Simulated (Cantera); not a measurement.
# Premixed flame

A freely propagating, adiabatic, planar premixed flame of H2 : O2 : N2 = 1 : 0.909 : 3.42 (molar parts), equivalence ratio 0.55, unburnt at 425 K and 0.130 bar; mixture-averaged transport, grid criteria slope 0.08 and curve 0.16, no radiation.

Model: the H2/O2 subset of GRI-Mech 3.0, which has no nitrogen chemistry, integrated in Cantera. Burning velocities carry a grid error of a few per cent, more on coarse grids. Lean hydrogen flames are cellular in practice and burn faster than this planar one.

```tsv
z (mm)	T (K)	u (m/s)	x H2	x O2	x H	x H2O2	x O	x H2O
-16.1	425	1.85	0.188	0.171	<1e-8	<1e-8	<1e-8	<1e-8
-10.7	425	1.85	0.188	0.171	<1e-8	<1e-8	<1e-8	<1e-8
-8.04	425	1.85	0.188	0.171	<1e-8	<1e-8	<1e-8	<1e-8
-5.36	425	1.85	0.187	0.171	<1e-8	<1e-8	<1e-8	3.36e-7
-2.68	443	1.91	0.180	0.172	5.30e-5	7.26e-6	3.94e-6	0.000941
-1.34	643	2.71	0.147	0.168	0.00333	8.69e-6	0.000128	0.0192
0	986	4.06	0.0756	0.140	0.0190	9.24e-7	0.00352	0.0827
1.34	1235	5.04	0.0227	0.101	0.0277	1.26e-6	0.0102	0.150
2.68	1360	5.53	0.0125	0.0899	0.0237	9.96e-7	0.0118	0.168
5.36	1487	6.01	0.0102	0.0865	0.0159	5.89e-7	0.0105	0.177
10.7	1604	6.43	0.00792	0.0848	0.00895	3.06e-7	0.00787	0.185
21.4	1702	6.78	0.00512	0.0840	0.00400	1.60e-7	0.00494	0.192
42.9	1769	7.01	0.00272	0.0839	0.00141	8.99e-8	0.00257	0.198
```
x: mole fraction of selected species; z is measured from the peak of heat release.

| Property | Value |
|---|---|
| laminar burning velocity | 185 cm/s |
| thermal thickness | 5.36 mm |
| peak x(H) | 0.0278 |
| peak x(H2O2) | 1.30e-5 |
| peak x(O) | 0.0118 |
| grid points | 117 |
